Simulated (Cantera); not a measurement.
**Low-pressure radical oxidation in H2/O2**

An isothermal, constant-pressure homogeneous reactor starts with H2 : O2 : N2 = 0.017 : 1 : 0.5 (molar parts), at 923 K and 20.0 Torr.

Computed with Cantera and GRI-Mech 3.0 (53 species, 325 reactions). Radical loss at walls, strong at low pressure, is not modelled. Below about 950 K walls govern HO2 and H2O2 in real vessels.

```csv
t (s),x H2,x O2,x HO2,x O,x H
0.000200,0.0112,0.659,3.00e-12,1.20e-12,1.93e-12
0.000397,0.0112,0.659,6.08e-12,3.93e-12,3.31e-12
0.000790,0.0112,0.659,1.25e-11,1.33e-11,6.66e-12
0.00157,0.0112,0.659,2.76e-11,5.59e-11,1.98e-11
0.00312,0.0112,0.659,8.63e-11,4.51e-10,1.38e-10
0.00620,0.0112,0.659,1.93e-9,1.97e-8,5.90e-9
0.0123,0.0111,0.659,2.45e-6,3.28e-5,1.00e-5
0.0245,0.00106,0.656,7.43e-6,0.00189,0.000604
0.0487,0.000132,0.657,2.97e-6,0.000481,3.50e-5
0.0968,3.44e-5,0.657,1.30e-6,0.000142,4.17e-6
0.192,1.10e-5,0.657,6.06e-7,4.31e-5,6.35e-7
0.382,3.71e-6,0.657,2.70e-7,1.28e-5,1.02e-7
0.760,1.22e-6,0.657,1.11e-7,3.86e-6,1.71e-8
1.51,3.68e-7,0.657,4.29e-8,1.22e-6,3.08e-9
3.00,9.60e-8,0.657,1.63e-8,4.10e-7,6.07e-10
```
x: mole fraction; the columns are a selection and need not sum to one.

Equilibrium at this temperature and pressure: H2 <1e-12, O2 0.657, HO2 7.83e-11, O 6.24e-11, H <1e-12 (gas phase only).
